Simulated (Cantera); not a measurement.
**Ignition delay**

Mixture: 5.38 % CH₄, 19.9 % O₂, 74.7 % N₂, equivalence ratio 0.54, at 10.0 bar, adiabatic and at constant pressure. Ignition delay is the time to a rise of 400 K.

Model: GRI-Mech 3.0 (53 species, 325 reactions), integrated in Cantera.

| T0 (K) | delay (ms) |
|---|---|
| 1073 | 21.0 |
| 1123 | 10.1 |
| 1173 | 5.14 |
| 1223 | 2.74 |
| 1273 | 1.52 |
| 1323 | 0.871 |
| 1373 | 0.513 |

```yaml
apparent activation energy between 1273 and 1373 K: 160 kJ/mol
```
